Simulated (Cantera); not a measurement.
Input: 1 mol PbO, 0.05 mol O₂, 25 mol N₂, at 1598 K and 2.20 bar.

Equilibrium computed with Cantera from the NASA thermochemical tables; the gas is ideal and each condensed phase is pure. Candidate condensed phases: Pb, PbO, PbO₂, Pb₃O₄; 12 gas species. Gases not in the tables: (PbO)n polymers. Equilibrium is a limit: real reactors are often held back by kinetics, nucleation or transport.

Base state: N₂ 0.983, PbO 0.0129, O₂ 0.00263, Pb 0.00156, NO 0.000240 (mole fractions); condensed: PbO(l).

Problem. What changes in the equilibrium state with this change: temperature from 1598 K to 1325 K?

Solution. 
```
species        before     after
-----------  --------  --------
N₂              0.983     0.998
O₂            0.00263   0.00197
PbO            0.0129  0.000314
Pb            0.00156   6.18e-6
NO           0.000240   5.06e-5
PbO(l), mol     0.633     0.992
```

Problem. What changes in the equilibrium state with this change: pressure from 2.20 bar to 4.60 bar?

Solution. 
| species | before | after |
|---|---|---|
| N₂ | 0.983 | 0.991 |
| PbO | 0.0129 | 0.00615 |
| O₂ | 0.00263 | 0.00216 |
| Pb | 0.00156 | 0.000569 |
| NO | 0.000240 | 0.000218 |
| PbO(l), mol | 0.633 | 0.831 |
